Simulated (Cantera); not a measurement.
Charge: 1 mol Al, 0.87 mol CO2, 3.9 mol N2, equilibrated at 1573.15 K and 8.25 Torr.

These are equilibrium values from Cantera (NASA tables, ideal gas, pure condensed phases), not measurements of a reactor. Candidate condensed phases: Al, AlN, Al2O3, C; 32 gas species. Mutual solubility and eutectic melting of coexisting phases are not modelled. Rates play no part.

Base state: N2 0.809, CO 0.191 (mole fractions); condensed: AlN(s) + Al2O3(s).

**Question.** What changes in the equilibrium state with this change: Al replaced by Si?

**Answer.** 
| species | before | after |
|---|---|---|
| N2 | 0.809 | 0.797 |
| CO | 0.191 | 0.196 |
| SiO | 0 | 0.00634 |
| CO2 | 4.75e-7 | 1.25e-5 |
| AlN(s), mol | 0.420 | 0 |
| Al2O3(s), mol | 0.290 | 0 |
| SiO2(β-quartz), mol | 0 | 0.237 |
| Si2N2O(s), mol | 0 | 0.367 |
The tables hold silica as quartz up to 1696 K and as liquid above; real silica turns to tridymite and cristobalite and melts near 1996 K. Further candidate phases: Si, SiC, SiO2, Si2N2O, Si3N4.
